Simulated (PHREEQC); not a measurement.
A made-up water analysis in mg/L, 20 °C, pH 6.43, pe 0.1: Na 1.62; K 0.108; Ca 1.2; Mg 0.104; Cl 0.955; S(6) as SO4 4.67; Alkalinity as HCO3 1.5; B 0.034; Mn(2) 0.0363; Zn 0.081; F 0.000438; Fe(2) 0.000839.

Valence states are taken as typed.

All values are PHREEQC results (ion-association model, wateq4f.dat), not measurements.

Each row changes one thing in this solution. No solid was allowed to form.

| case | HCO3- (mol/kgw) | CO2 (mol/kgw) | CaSO4 (mol/kgw) | MgSO4 (mol/kgw) | NaSO4- (mol/kgw) | ZnSO4 (mol/kgw) | SI of Rhodochrosite (MnCO3) | SI of Gypsum (CaSO4:2H2O) |
|---|---|---|---|---|---|---|---|---|
| as made | 2.49e-5 | 2.19e-5 | 2.38e-7 | 3.67e-8 | 1.54e-8 | 1.16e-8 | -3.66 | -4.32 |
| all concentrations times 2 at the same typed pH | 4.94e-5 | 4.32e-5 | 8.89e-7 | 1.37e-7 | 5.96e-8 | 4.31e-8 | -3.08 | -3.75 |
| Na from 1.62 to 3.24 mg/L | 2.49e-5 | 2.19e-5 | 2.35e-7 | 3.63e-8 | 3.07e-8 | 1.15e-8 | -3.66 | -4.33 |
| temperature from 20 to 55 °C at the same typed pH | 2.47e-5 | 1.74e-5 | 3.17e-7 | 8.25e-8 | 1.88e-8 | 1.43e-8 | -3.34 | -4.27 |
| pH from 6.43 to 7.43 at the same alkalinity | 2.43e-5 | 2.13e-6 | 2.38e-7 | 3.67e-8 | 1.54e-8 | 1.12e-8 | -2.67 | -4.32 |

Constants without temperature data keep their 25 °C values here. Real BF4- forms and hydrolyses slowly; the run takes it at equilibrium. Fluoro complexes past AlF4- and FeF3 are missing from the database.
